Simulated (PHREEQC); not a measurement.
Consider water at 7 °C with 0.0015 mol/kgw HNO3, 0.00024 mol/kgw Fe(NO3)3 and 0.23 mol/kgw CuSO4. Closed to the air; pH follows from the charge balance.

Equilibrium calculation in PHREEQC: ion-association model, wateq4f.dat.

This is a speciation only: nothing precipitates in the calculation.

Order these Fe species by the share of Fe that they hold, largest first: FeOH+2, Fe(OH)2+, Fe+3, Fe(SO4)2-, FeSO4+.

FeSO4+ (62 %), Fe(SO4)2- (29 %), FeOH+2 (5.4 %), Fe+3 (2.5 %), Fe(OH)2+ (0.70 %)

The pH is 3.39 and the ionic strength 0.447 mol/kgw. The solution is supersaturated, for example in Hematite (slow to form), Goethite (slow to form), so a real one may precipitate; this is no full list. Complexes and solids missing from the database can't appear. Constants without temperature data keep their 25 °C values here.
